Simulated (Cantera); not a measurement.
Mixture: 1.46 % CH4, 0.0672 % C2H6, 1.61 % C3H8, 21.5 % O2, 75.4 % N2, equivalence ratio 0.52, at 3000000 Pa, adiabatic and at constant pressure. Ignition delay is the time to a rise of 400 K.

Model: GRI-Mech 3.0 (53 species, 325 reactions), integrated in Cantera. GRI-Mech 3.0 was tuned for natural gas; its chemistry of propane as a main component is partial and can be far from experiment. The pressure lies above the range GRI-Mech 3.0 was tuned for (to about 10 atm).

### Question
Predict: delay at 1050 K; delay at 1250 K; delay at 1450 K; delay at 1650 K; delay at 1850 K; apparent activation energy between 1650 and 1850 K.

### Answer
```
Item                                                     Value
--------------------------------------------------  ----------
delay at 1050 K                                        6.19 ms
delay at 1250 K                                       0.282 ms
delay at 1450 K                                        21.5 µs
delay at 1650 K                                        3.37 µs
delay at 1850 K                                       0.984 µs
apparent activation energy between 1650 and 1850 K  160 kJ/mol
```
